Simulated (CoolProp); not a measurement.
A Linde-Hampson liquefier for carbon monoxide: isothermal reversible compression at 290 K from 1 atm to 40 MPa, throttling to 1 atm, return gas leaving the recuperator 0 K below the feed. Each further row changes one setting.

The numbers come from the reference Helmholtz-energy equation of state, Lemmon 2006 in CoolProp. It is a short technical equation, of lower accuracy than the large ones.

```json
[
 {"case": "as stated", "liquid yield per pass": "?", "compression work (kJ/kg of gas)": "519"},
 {"case": "high pressure 80 MPa", "liquid yield per pass": "?", "compression work (kJ/kg of gas)": "?"},
 {"case": "warm-end temperature 320 K", "liquid yield per pass": "?", "compression work (kJ/kg of gas)": "?"},
 {"case": "warm-end gap 5 K", "liquid yield per pass": "?", "compression work (kJ/kg of gas)": "519"}
]
```

**Question.** What belongs in the gaps?

**Answer.** 
- as stated, liquid yield per pass: 0.116
- high pressure 80 MPa, liquid yield per pass: 0.077
- high pressure 80 MPa, compression work (kJ/kg of gas): 607
- warm-end temperature 320 K, liquid yield per pass: 0.086
- warm-end temperature 320 K, compression work (kJ/kg of gas): 578
- warm-end gap 5 K, liquid yield per pass: 0.106
